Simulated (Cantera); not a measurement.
Feed: 1 mol CH₂F₂, 1.5 mol H₂, equilibrated at 2900 K and 26.0 mbar.

These are equilibrium values from Cantera (NASA tables, ideal gas, pure condensed phases), not measurements of a reactor. Candidate condensed phases: C, C₆H₆, C₇H₈, C₈H₁₈; 95 gas species. Kinetics and transport are ignored.

Base state: HF 0.473, H 0.313, H₂ 0.193, C₂H₂ (acetylene) 0.00890, C₃ 0.00398, F 0.00394, C₂H 0.00214, C 0.000728 (mole fractions); condensed: C(graphite).

**Question.** What changes in the equilibrium state with this change: pressure from 26.0 mbar to 1.33 mbar?

**Answer.** 
```tsv
species	before	after
H	0.313	0.529
HF	0.473	0.336
C₃	0.00398	0.0496
H₂	0.193	0.0283
C	0.000728	0.0122
F	0.00394	0.0322
C₂	0.000396	0.00573
C₄H₂	0.000171	1.38e-5
C₄	1.00e-5	0.000107
C(graphite), mol	0.845	0
```
